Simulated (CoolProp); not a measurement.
A simple Rankine cycle with propyne: condensing at 292.15 K, boiler at 4.13 MPa, turbine inlet 389.7 K, turbine efficiency 0.9, pump efficiency 0.7, no recuperator. Each further row changes one setting.

Computed with CoolProp (reference Helmholtz-energy equation of state, Polt 1992). This equation is an older, rougher fit; its heat capacities, sound speeds and derivatives of the liquid may be far off and weren't checked against measurements.

| case | thermal efficiency (%) | net work (kJ/kg) | heat in (kJ/kg) | turbine exit temperature (K) | volume ratio over the turbine |
|---|---|---|---|---|---|
| as stated | 16.9 | (withheld) | 527 | 292.1 | 8.88 |
| turbine inlet 409.7 K | 17.7 | 105 | 595 | 301.3 | 8.07 |
| condensing temperature 284.15 K | 18.3 | 99.7 | 545 | 284.1 | 11.2 |
| boiler pressure 2.89 MPa | 15.5 | (withheld) | 583 | 303.2 | (withheld) |
| turbine efficiency 0.8 | 14.8 | (withheld) | 527 | 292.1 | 9.09 |

Q: What belongs in the gaps?

A: 
- as stated, net work (kJ/kg): 88.9
- boiler pressure 2.89 MPa, net work (kJ/kg): 90.2
- boiler pressure 2.89 MPa, volume ratio over the turbine: 5.53
- turbine efficiency 0.8, net work (kJ/kg): 78.1

The expansion ends wet for: as stated; condensing temperature 284.15 K; turbine efficiency 0.8.
